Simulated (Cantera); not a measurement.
A closed system holds: 1 mol Si, 0.97 mol Cl₂, 5 mol H₂, held at 1.10 bar.

Cantera equilibrium calculation (NASA polynomials, part measured and part estimated; ideal gas, pure solids and liquids). Candidate condensed phases: Si; 19 gas species. The tables' values for SiCl₃ are old estimates; treat these amounts as uncertain. Rates play no part.

Task: At 752 °C, list the 4 most abundant gas species with their mole fractions, and the condensed phases.

Result: H₂ 0.891, SiCl₄ 0.0566, SiHCl₃ 0.0365, HCl 0.0119. Condensed: Si(s).
